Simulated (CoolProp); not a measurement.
Saturated liquid density (kg/m³) of C2F6 (R116): the reference equation beside estimates from Tc = 293.0 K, pc = 3048 kPa, ω = 0.257. Rackett uses Z = 0.29056 − 0.08775 ω.

Model: reference Helmholtz-energy equation of state, Lemmon 2006, in CoolProp. It is a short technical equation, of lower accuracy than the large ones.

| T (K) | reference | Rackett | van der Waals | Redlich-Kwong | Peng-Robinson |
|---|---|---|---|---|---|
| 196.6 | 1598 | 1679 | 1010 | 1472 | 1728 |
| 203 | 1569 | 1648 | 991.6 | 1440 | 1695 |
| 209.5 | 1539 | 1616 | 972.4 | 1405 | 1659 |
| 215.9 | 1508 | 1583 | 952.6 | 1370 | 1622 |
| 222.4 | 1476 | 1548 | 931.6 | 1333 | 1581 |
| 228.8 | 1442 | 1512 | 909.9 | 1293 | 1538 |
| 235.3 | 1406 | 1474 | 886.5 | 1251 | 1491 |
| 241.7 | 1369 | 1434 | 862.1 | 1208 | 1441 |
| 248.2 | 1329 | 1391 | 835.7 | 1160 | 1385 |
| 254.6 | 1286 | 1346 | 807.6 | 1109 | 1325 |
| 261.1 | 1238 | 1296 | 776.4 | 1053 | 1257 |

Absolute difference from the reference over all 11 rows, mean and median: Rackett 4.9 and 4.9 %, van der Waals 37.0 and 36.9 %, Redlich-Kwong 10.7 and 10.3 %, Peng-Robinson 5.9 and 6.7 %.
